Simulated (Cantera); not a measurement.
**Thermodynamics of carbothermic reduction, feed Cu₂O + CH₄ + CO**

Feed: 1 mol Cu₂O, 0.63 mol CH₄, 0.5 mol CO, held at 0.143 Torr.

Cantera equilibrium calculation (NASA polynomials, part measured and part estimated; ideal gas, pure solids and liquids). Candidate condensed phases: C, C₆H₆, C₇H₈, C₈H₁₈, Cu, CuO, Cu(OH)₂, Cu₂O, H₂O; 113 gas species. The numbers say what is thermodynamically allowed, not how fast it happens.

```
T (K)  log p Cu  log p CO  log p H₂  log p H₂O  log p CO₂  n Cu(l)
-----  --------  --------  --------  ---------  ---------  -------
1473      -5.29     -4.10     -4.11      -4.69      -5.08     1.93
1498      -5.10     -4.11     -4.12      -4.70      -5.09     1.90
1523      -4.92     -4.12     -4.13      -4.70      -5.12     1.84
1548      -4.75     -4.13     -4.15      -4.71      -5.14     1.75
1573      -4.58     -4.15     -4.17      -4.73      -5.17     1.61
1598      -4.41     -4.18     -4.21      -4.76      -5.22     1.39
1623      -4.26     -4.24     -4.26      -4.81      -5.28     1.01
1648      -4.10     -4.32     -4.35      -4.89      -5.37    0.291
1673      -4.06     -4.35     -4.38      -4.92      -5.41        0
```
log p: log10 of the partial pressure in bar; n: condensed amount in mol.

From 1473 K to 1648 K the condensed part is Cu(l). At 1673 K nothing is condensed. The main Cu-bearing gas is Cu throughout. The share of Cu in condensed phases is highest at 1473 K (96.7 %) and lowest at 1673 K (0.0 %).
